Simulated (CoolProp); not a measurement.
n-octane along the isobar 14500 kPa: fugacity coefficient from the reference equation and from simpler models built on Tc = 568.7 K, pc = 2484 kPa, ω = 0.398; each cubic takes its own stable root.

Computed with CoolProp (reference Helmholtz-energy equation of state, Beckmüller 2019).

```json
[
 {"T (K)": "395.4", "phase": "liquid", "reference": "0.01342", "Redlich-Kwong": "0.03365", "Peng-Robinson": "0.01370"},
 {"T (K)": "414.1", "phase": "liquid", "reference": "0.02129", "Redlich-Kwong": "0.04690", "Peng-Robinson": "0.02169"},
 {"T (K)": "432.8", "phase": "liquid", "reference": "0.03204", "Redlich-Kwong": "0.06289", "Peng-Robinson": "0.03263"},
 {"T (K)": "451.6", "phase": "liquid", "reference": "0.04613", "Redlich-Kwong": "0.08170", "Peng-Robinson": "0.04703"},
 {"T (K)": "470.3", "phase": "liquid", "reference": "0.06369", "Redlich-Kwong": "0.1030", "Peng-Robinson": "0.06505"},
 {"T (K)": "489", "phase": "liquid", "reference": "0.08494", "Redlich-Kwong": "0.1267", "Peng-Robinson": "0.08695"},
 {"T (K)": "507.7", "phase": "liquid", "reference": "0.1099", "Redlich-Kwong": "0.1525", "Peng-Robinson": "0.1127"},
 {"T (K)": "526.4", "phase": "liquid", "reference": "0.1383", "Redlich-Kwong": "0.1802", "Peng-Robinson": "0.1423"},
 {"T (K)": "545.1", "phase": "liquid", "reference": "0.1701", "Redlich-Kwong": "0.2095", "Peng-Robinson": "0.1754"},
 {"T (K)": "563.9", "phase": "liquid", "reference": "0.2049", "Redlich-Kwong": "0.2401", "Peng-Robinson": "0.2117"},
 {"T (K)": "582.6", "phase": "supercritical", "reference": "0.2419", "Redlich-Kwong": "0.2714", "Peng-Robinson": "0.2505"},
 {"T (K)": "601.3", "phase": "supercritical", "reference": "0.2809", "Redlich-Kwong": "0.3033", "Peng-Robinson": "0.2912"},
 {"T (K)": "620", "phase": "supercritical", "reference": "0.3212", "Redlich-Kwong": "0.3355", "Peng-Robinson": "0.3334"}
]
```
